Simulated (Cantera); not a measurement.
**Chemical vapour transport: Al₂O₃ + H₂O + O₂**

A closed system holds: 1 mol Al₂O₃, 0.17 mol H₂O, 2 mol O₂, at 1223 K and 20.0 mbar.

Method: chemical equilibrium by Gibbs-energy minimisation in Cantera with the NASA 1993 tables (ideal gas, pure condensed phases). Candidate condensed phases: Al, Al₂O₃, H₂O; 19 gas species. Kinetics and transport are ignored.

```json
{
  "x(O₂)": "0.922",
  "x(H₂O)": "0.0783",
  "x(OH)": "1.39e-5",
  "n(Al₂O₃(s))": "1.00 mol",
  "gas_amount": "2.170 mol",
  "log10 activity of Al(l) (absent)": "-26.19"
}
```
